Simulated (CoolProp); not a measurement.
The fluid at 298.15 K and 2.75 MPa is throttled through a valve to 1.91 MPa with no heat exchange. The same conditions are run with several fluids, on thermodynamics alone (safety and materials aside).

Computed with CoolProp (reference Helmholtz-energy equation of state of each fluid (carbon monoxide: Lemmon 2006; nitrous oxide: Lemmon 2006; ethylene: Smukala 2000; carbon dioxide: Span 1996; methane: Setzmann 1991)).

| fluid | temperature change (K) | final density (kg/m³) |
|---|---|---|
| carbon monoxide | -2.0 | 21.9 |
| nitrous oxide | -10.0 | 40.1 |
| ethylene | -9.5 | 25.7 |
| carbon dioxide | -9.7 | 39.6 |
| methane | -3.6 | 13.0 |
